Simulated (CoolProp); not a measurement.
Vapour-liquid equilibrium of toluene (1) + p-xylene (2) at 181 kPa; x and y are mole fractions of (1).

Values from CoolProp's multi-fluid Helmholtz-energy mixture model, Lemmon 2006 and Zhou 2012; pair parameters Bell 2016.

Task: Give the bubble temperature and the first vapour's composition at x = 0.35, 0.575, 0.95. Is there an azeotrope?

Result: x = 0.35: 422.1 K, y = 0.510; x = 0.575: 415.5 K, y = 0.726; x = 0.95: 406.6 K, y = 0.974. No azeotrope shows between x = 0.05 and 0.95.

The pair parameters rest on a limited set of measurements; away from them the model extrapolates.
